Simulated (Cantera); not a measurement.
**Carbon deposition, reforming and gasification: CH₄ + CO₂**

Feed: 1 mol CH₄, 0.42 mol CO₂, equilibrated at 0.0530 bar.

These are equilibrium values from Cantera (NASA tables, ideal gas, pure condensed phases), not measurements of a reactor. Candidate condensed phases: C, C₆H₆, C₇H₈, C₈H₁₈, H₂O; 110 gas species. Kinetics and transport are ignored.

| T (K) | log p H₂ | log p CO | log p H | log p H₂O | log p CO₂ | log p CH₄ | log p C₂H₂ (acetylene) | n C(graphite) |
|---|---|---|---|---|---|---|---|---|
| 850 | -1.43 | -1.99 | -11.40 | -2.57 | -2.65 | -3.07 | -12.45 | 0.776 |
| 1050 | -1.43 | -1.81 | -8.81 | -3.98 | -4.29 | -4.10 | -9.81 | 0.584 |
| 1250 | -1.43 | -1.80 | -7.03 | -5.06 | -5.63 | -4.82 | -8.03 | 0.580 |
| 1450 | -1.43 | -1.80 | -5.74 | -5.84 | -6.59 | -5.34 | -6.74 | 0.580 |
| 1650 | -1.43 | -1.80 | -4.76 | -6.42 | -7.31 | -5.73 | -5.77 | 0.580 |
| 1850 | -1.43 | -1.81 | -3.98 | -6.88 | -7.86 | -6.04 | -5.01 | 0.579 |
| 2050 | -1.43 | -1.81 | -3.36 | -7.25 | -8.31 | -6.29 | -4.41 | 0.576 |
| 2250 | -1.44 | -1.81 | -2.85 | -7.57 | -8.67 | -6.51 | -3.92 | 0.567 |
| 2450 | -1.47 | -1.82 | -2.43 | -7.85 | -8.98 | -6.73 | -3.53 | 0.547 |
| 2650 | -1.53 | -1.84 | -2.09 | -8.13 | -9.26 | -6.97 | -3.23 | 0.508 |
log p: log10 of the partial pressure in bar; n: condensed amount in mol.

From 850 K to 2650 K the condensed part is C(graphite). The main C-bearing gas is CO throughout. The share of C in condensed phases is highest at 850 K (54.7 %) and lowest at 2650 K (35.8 %).
